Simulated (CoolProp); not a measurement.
The fluoroketone C6F12O (FK-5-1-12) at 380.21 K and 0.266 MPa is throttled through a valve to 0.0865 MPa with no heat exchange. Each further row changes one setting.

Values from CoolProp's reference Helmholtz-energy equation of state, McLinden 2015.

| case | temperature change (K) | final density (kg/m³) |
|---|---|---|
| as stated | ? | 8.97 |
| outlet pressure 0.0259 MPa | ? | ? |
| outlet pressure 0.112 MPa | -2.2 | 11.7 |

Question: Some entries are withheld; supply them.

Answer: 
- as stated, temperature change (K): -2.6
- outlet pressure 0.0259 MPa, temperature change (K): -3.4
- outlet pressure 0.0259 MPa, final density (kg/m³): 2.64
